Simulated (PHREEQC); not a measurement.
Model water analysis in mg/kgw, 20 °C, pH 5.73, pe 11.2:

```tsv
constituent	mg/kgw
Na	2.39
K	2.68
Ca	0.691
Mg	0.878
Cl	2.84
S(6) as SO4	5.25
Alkalinity as HCO3	5.89
Br	0.269
Si as SiO2	0.00478
N(5) as NO3	0.0464
Li	0.000278
Ni	0.00357
```

Valence states are taken as typed.

The numbers come from PHREEQC with the ion-association model, wateq4f.dat.

```
quantity               before     after
-------------------  --------  --------
CO2 (mol/kgw)        0.000432  0.000743
Ni+2 (mol/kgw)        5.87e-8   5.90e-8
NaSO4- (mol/kgw)      2.50e-8   2.49e-8
HSO4- (mol/kgw)       8.23e-9   1.40e-8
NaHCO3 (mol/kgw)      5.50e-9   5.57e-9
CO3-2 (mol/kgw)       2.38e-9   1.42e-9
SI of Quartz (SiO2)     -3.04     -3.04
```

**Question.** Which change was made?
(A) Ni from 0.00357 to 0.0107 mg/kgw
(B) pH from 5.73 to 6.73 at the same alkalinity
(C) Na from 2.39 to 7.17 mg/kgw
(D) pH from 5.73 to 5.5 at the same alkalinity

**Answer.** D, pH from 5.73 to 5.5 at the same alkalinity

No solid was allowed to form.
